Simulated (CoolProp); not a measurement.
A single-stage vapour-compression cycle with ethylene: evaporating at 193.15 K (dew point), condensing at 234.15 K (bubble point), superheat 5 K, subcooling 0 K, compressor efficiency 0.75, no pressure losses. Each further row changes one setting.

Values from CoolProp's reference Helmholtz-energy equation of state, Smukala 2000.

```tsv
case	cooling COP	pressure ratio	discharge temperature (K)	refrigerating effect (kJ/kg)	volumetric capacity (kJ/m³)
as stated	2.71	4.40	298.5	343	2140
evaporating temperature 198.15 K	3.25	3.55	289.2	347	2650
condensing temperature 229.15 K	3.20	3.78	287.5	357	2230
subcooling 5 K	2.83	4.40	298.5	357	2230
superheat 15 K	2.66	4.40	311.2	357	2100
compressor efficiency 0.65	2.35	4.40	309.8	343	2140
```
